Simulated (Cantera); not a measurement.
An isothermal, constant-pressure homogeneous reactor starts with 19.4 % H2, 80.6 % O2, equivalence ratio 0.12, at 950 K and 0.00840 bar.

Cantera simulation using GRI-Mech 3.0 (53 species, 325 reactions); the numbers are that mechanism's predictions, not measurements. Radical loss at walls, strong at low pressure, is not modelled. The temperature is held fixed by assumption; the heat of reaction is taken as removed at once.

x: mole fraction; the columns are a selection and need not sum to one.

```csv
t (s),x H2,x O2,x OH,x O,x H
0.000100,0.194,0.806,1.75e-12,2.67e-12,2.14e-11
0.000345,0.194,0.806,1.18e-11,2.72e-11,8.62e-11
0.00119,0.194,0.806,1.80e-10,5.02e-10,1.08e-9
0.00410,0.194,0.806,3.30e-7,9.34e-7,1.95e-6
0.0141,0.00949,0.742,0.00376,0.0275,0.0531
0.0488,?,0.783,?,?,?
0.168,5.33e-5,0.786,0.000179,0.000133,1.15e-5
0.580,3.87e-6,0.786,5.41e-5,1.17e-5,3.02e-7
2.00,3.88e-7,0.786,2.09e-5,1.72e-6,1.70e-8
```

Task: Fill in the missing entries.

Result: 
- 0.0488, x H2: 0.000946
- 0.0488, x OH: 0.000929
- 0.0488, x O: 0.00272
- 0.0488, x H: 0.00122
